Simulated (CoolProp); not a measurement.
Vapour-liquid equilibrium of R113 (1) + n-heptane (2) at 1.31 bar; x and y are mole fractions of (1).

Values from CoolProp's multi-fluid Helmholtz-energy mixture model, Marx 1992 and Span 2003; pair parameters Bell 2016.

```tsv
x	bubble temperature, mixture model (K)	bubble temperature, Raoult's law (K)	y, mixture model	y, Raoult's law
0.05	374.5	375.5	0.191	0.176
0.15	364.3	366.8	0.455	0.429
0.25	?	359.6	?	0.598
0.35	350.2	353.5	0.724	0.714
0.45	345.3	348.2	0.797	0.797
0.55	341.3	343.7	0.850	0.858
0.65	?	339.7	0.891	0.904
0.75	335.1	336.1	0.926	0.940
0.85	?	332.9	0.957	0.968
0.95	329.9	330.1	0.986	0.991
```

### Question
Complete the blanks.

### Answer

- 0.25, bubble temperature, mixture model (K): 356.4
- 0.25, y, mixture model: 0.618
- 0.65, bubble temperature, mixture model (K): 338.0
- 0.85, bubble temperature, mixture model (K): 332.4

The largest gap from Raoult's law is -3.3 K in bubble temperature, at x = 0.35. No azeotrope shows between x = 0.05 and 0.95.

The pair parameters rest on a limited set of measurements; away from them the model extrapolates.
